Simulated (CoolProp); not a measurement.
A single-stage vapour-compression cycle with chloromethane (R40): evaporating at 250.15 K (dew point), condensing at 291.15 K (bubble point), superheat 8 K, subcooling 5 K, compressor efficiency 0.9, no pressure losses. Each further row changes one setting.

Model: reference Helmholtz-energy equation of state, Thol 2014, in CoolProp.

```tsv
case	cooling COP	pressure ratio	discharge temperature (K)	refrigerating effect (kJ/kg)	volumetric capacity (kJ/m³)
as stated	4.74	4.43	358.8	377	967
evaporating temperature 255.15 K	5.62	…	349.5	379	1190
condensing temperature 286.15 K	5.50	3.79	…	385	988
subcooling 10 K	4.84	4.43	358.8	385	…
superheat 18 K	…	4.43	…	385	947
compressor efficiency 0.8	…	4.43	369.1	377	967
```

Task: What belongs in the gaps?

Result: 
- evaporating temperature 255.15 K, pressure ratio: 3.59
- condensing temperature 286.15 K, discharge temperature (K): 347.5
- subcooling 10 K, volumetric capacity (kJ/m³): 987
- superheat 18 K, cooling COP: 4.66
- superheat 18 K, discharge temperature (K): 370.9
- compressor efficiency 0.8, cooling COP: 4.22
